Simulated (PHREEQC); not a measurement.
A solution holds 0.0005 mol/kgw Ca(OH)2, at 25 °C. Closed to the air; pH follows from the charge balance.

The numbers come from PHREEQC with the ion-association model, wateq4f.dat.

This is a speciation only: nothing precipitates in the calculation.

Q: Predict the pH.

A: pH 10.98.

Q: In which forms is Ca present?

A: Ca+2 99 %, CaOH+ 1.4 % of the Ca.

Species that the database lacks are ignored.
